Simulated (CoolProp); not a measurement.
Aqueous ammonia as a coolant, at 18 °C, 1 atm.

Computed with CoolProp (Melinder's fits for secondary coolants).

```tsv
mass %	freezing point (°C)	cp (kJ/(kg K))	viscosity (mPa s)	conductivity (W/(m K))	Prandtl number
4.8	-5.8	4.188	1.15	0.559	8.63
7.4	-9.5	___	1.17	0.542	9.07
10	-13.6	4.196	1.20	0.527	9.55
12.6	-18.3	4.199	1.24	0.512	10.1
15.3	-23.9	4.204	1.28	___	10.8
17.9	-30.4	4.208	1.32	___	11.5
20.5	___	4.214	1.35	0.473	12.0
23.1	-47.4	4.220	1.35	___	___
25.7	___	4.228	1.34	___	12.4
```

Question: Complete the blanks.

Answer: 
- 7.4, cp (kJ/(kg K)): 4.192
- 15.3, conductivity (W/(m K)): 0.497
- 17.9, conductivity (W/(m K)): 0.485
- 20.5, freezing point (°C): -38.1
- 23.1, conductivity (W/(m K)): 0.464
- 23.1, Prandtl number: 12.3
- 25.7, freezing point (°C): -58.8
- 25.7, conductivity (W/(m K)): 0.456
